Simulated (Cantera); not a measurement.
Feed: 1 mol FeS2, 1.8 mol H2S, 1.1 mol H2O, at 100 Torr.

Method: chemical equilibrium by Gibbs-energy minimisation in Cantera with the NASA 1993 tables (ideal gas, pure condensed phases). Candidate condensed phases: Fe, FeO, Fe(OH)2, Fe(OH)3, FeS, FeSO4, FeS2, Fe2O3, Fe2(SO4)3, Fe3O4, H2O, H2SO4, S; 22 gas species. Gases not in the tables: S3 to S7. Kinetics and transport are ignored.

Q: At 800 K, list the 5 most abundant gas species with their mole fractions, and the condensed phases.

A: H2S 0.606, H2O 0.377, H2 0.0112, S2 0.00552, SO2 3.91e-5. Condensed: FeS2(s).
